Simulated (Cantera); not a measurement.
What does this Cantera script print?

```python
import numpy as np
import cantera as ct

gas_names = """
    B BH BH2 BH3 BO BO2 B2 B2O B2O2 B2O3 B3O3H3 H HBO HBO2 HO2 H2 H2O H2O2 H3B3O6 O OH O2 O3
""".split()
cond_names = """
    B(b) B(L) B2O3(L) B3O3H3(cr) H2O(s) H2O(L)
""".split()


# ... load() reads the species with a 1 bar reference pressure and builds the phases ...
atoms = {
    'B2H6': {'B': 2, 'H': 6},
    'O2': {'O': 2},
    'H2': {'H': 2},
}
top_T = {}  # K; cautious upper limits of use, not melting points


# ... equilibrate(T, P, feed) seeds the gas with the atoms and calls Mixture.equilibrate('TP', solver="vcs", rtol=1e-11, max_steps=5000) ...
results = []
feed = {'B2H6': 1, 'O2': 0.19, 'H2': 0.14}  # mol
P = 85000  # Pa
for T in [998, 1198, 1398, 1598, 1798, 1998, 2198]:
    mix = equilibrate(T, P, feed)
    results.append((T, P, feed, dict(zip(mix.species_names, mix.species_moles))))
    x = sorted(zip(gas.X, gas.species_names), reverse=True)
    print(f"T = {T:g} K  P = {P:g} Pa  gas = {mix.phase_moles(0):.4g} mol")
    print("   x: " + "  ".join(f"{s} {v:.3e}" for v, s in x if v > 0.001))
    print("   condensed (mol): " + ("  ".join(f"{mix.phase(i).name} {mix.phase_moles(i):.4g}"
          for i in range(1, mix.n_phases) if mix.phase_moles(i) > 1e-12) or "none"))
```

Output:

```
T = 998 K  P = 85000 Pa  gas = 3.131 mol
   x: H2 9.945e-01  B3O3H3 5.539e-03
   condensed (mol): B(b) 1.729  B2O3(L) 0.1093
T = 1198 K  P = 85000 Pa  gas = 3.13 mol
   x: H2 9.937e-01  B3O3H3 6.259e-03
   condensed (mol): B(b) 1.727  B2O3(L) 0.107
T = 1398 K  P = 85000 Pa  gas = 3.132 mol
   x: H2 9.924e-01  B3O3H3 6.356e-03  HBO 1.177e-03
   condensed (mol): B(b) 1.726  B2O3(L) 0.1054
T = 1598 K  P = 85000 Pa  gas = 3.15 mol
   x: H2 9.823e-01  HBO 1.038e-02  B3O3H3 6.067e-03
   condensed (mol): B(b) 1.716  B2O3(L) 0.09407
T = 1798 K  P = 85000 Pa  gas = 3.277 mol
   x: H2 9.218e-01  HBO 5.378e-02  B2O2 1.197e-02  B3O3H3 5.229e-03  B2O3 3.922e-03  HBO2 2.333e-03
   condensed (mol): B(b) 1.647  B2O3(L) 0.006135
T = 1998 K  P = 85000 Pa  gas = 3.328 mol
   x: H2 9.053e-01  HBO 7.142e-02  B2O2 1.539e-02  B2O3 2.140e-03  BO 1.899e-03  H 1.655e-03  HBO2 1.438e-03
   condensed (mol): B(b) 1.631
T = 2198 K  P = 85000 Pa  gas = 3.347 mol
   x: H2 8.954e-01  HBO 7.641e-02  B2O2 1.357e-02  BO 5.936e-03  H 5.715e-03  BH2 1.176e-03
   condensed (mol): B(b) 1.621
```

Equilibrium computed with Cantera from the NASA thermochemical tables; the gas is ideal and each condensed phase is pure. The feed counts by its element totals alone. Mutual solubility and eutectic melting of coexisting phases are not modelled. The tables' values for BH2 are old estimates; treat these amounts as uncertain. Gases not in the tables: B2H6 and higher boranes.
